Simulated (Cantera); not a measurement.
## Ignition delay

Mixture: CH4 : O2 : N2 = 1 : 1.33 : 5.01 (molar parts), at 46000 Pa, adiabatic and at constant volume. Ignition delay is the time to a rise of 400 K.

Cantera simulation using GRI-Mech 3.0 (53 species, 325 reactions); the numbers are that mechanism's predictions, not measurements.

| T0 (K) | delay (ms) |
|---|---|
| 1200 | 103 |
| 1300 | 24.9 |
| 1400 | 7.03 |
| 1500 | 2.34 |
| 1600 | 0.925 |
| 1700 | 0.425 |

```
Quantity                                                Result
--------------------------------------------------  ----------
apparent activation energy between 1500 and 1700 K  180 kJ/mol
```
